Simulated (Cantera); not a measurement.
Charge: 1 mol MgCO₃, 0.45 mol SO₃, 0.73 mol H₂O, equilibrated at 1700 °C and 2.70 bar.

These are equilibrium values from Cantera (NASA tables, ideal gas, pure condensed phases), not measurements of a reactor. Candidate condensed phases: C, C₆H₆, C₇H₈, C₈H₁₈, H₂O, H₂SO₄, Mg, MgCO₃, MgO, Mg(OH)₂, MgS, MgSO₄, S; 130 gas species. Equilibrium is a limit: real reactors are often held back by kinetics, nucleation or transport.

Base state: CO₂ 0.415, H₂O 0.302, SO₂ 0.186, O₂ 0.0932, OH 0.00198, CO 0.000870, SO₃ 0.000567, H₂ 0.000141 (mole fractions); condensed: MgO(s).

Q: What changes in the equilibrium state with this change: temperature from 1700 °C to 552 °C?

A: 
```json
[
 {"species": "CO₂", "before": "0.415", "after": "0.578"},
 {"species": "H₂O", "before": "0.302", "after": "0.422"},
 {"species": "SO₂", "before": "0.186", "after": "1.51e-7"},
 {"species": "O₂", "before": "0.0932", "after": "7.59e-8"},
 {"species": "OH", "before": "0.00198", "after": "<1e-9"},
 {"species": "CO", "before": "0.000870", "after": "<1e-9"},
 {"species": "SO₃", "before": "0.000567", "after": "1.51e-9"},
 {"species": "MgO(s), mol", "before": "1.000", "after": "0.550"},
 {"species": "MgSO₄(s), mol", "before": "0", "after": "0.450"}
]
```
